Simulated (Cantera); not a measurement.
Input: 1 mol PbO, 0.017 mol O2, 17 mol H2, held at 1523 K and 0.560 bar.

Equilibrium computed with Cantera from the NASA thermochemical tables; the gas is ideal and each condensed phase is pure. Candidate condensed phases: H2O, Pb, PbO, PbO2, Pb3O4; 12 gas species. Equilibrium is a limit: real reactors are often held back by kinetics, nucleation or transport.

Base state: H2 0.888, H2O 0.0575, Pb 0.0546, H 2.91e-5, Pb2 2.64e-5 (mole fractions); condensed: Pb(l).

Task: What changes in the equilibrium state with this change: pressure from 0.560 bar to 1 atm?

Result: 
```
species      before    after
----------  -------  -------
H2            0.888    0.911
H2O          0.0575   0.0590
Pb           0.0546   0.0302
Pb2         2.64e-5  1.46e-5
H           2.91e-5  2.19e-5
Pb(l), mol   0.0180    0.471
```
